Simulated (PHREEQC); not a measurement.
Make-up at 20 °C and 300 atm: 0.011 mol/kgw MgCl2, 9.2e-06 mol/kgw CO2 and 0.11 mol/kgw KCl. Closed to the air; pH follows from the charge balance.

Computed with PHREEQC (ion-association model, phreeqc.dat).

```
quantity                   before    after
------------------------  -------  -------
pH                           5.68     5.86
ionic strength (mol/kgw)    0.143    0.143
CO2 (mol/kgw)             6.64e-6  2.91e-6
HCO3- (mol/kgw)           2.44e-6  1.61e-6
MgHCO3+ (mol/kgw)         1.21e-7  7.97e-8
MgOH+ (mol/kgw)           5.73e-9  8.63e-9
```

Task: What was changed between the two runs?
A) CO2 from 9.2e-06 to 4.6e-06 mol/kgw
B) diluted 5-fold with water
C) KCl left out
D) 0.017 mol/kgw CdBr2 added
E) CO2 from 9.2e-06 to 1.84e-06 mol/kgw

Result: A, CO2 from 9.2e-06 to 4.6e-06 mol/kgw

This is a speciation only: nothing precipitates in the calculation. Under pressure, the constants of complexes without a molar volume in the database are unreliable.
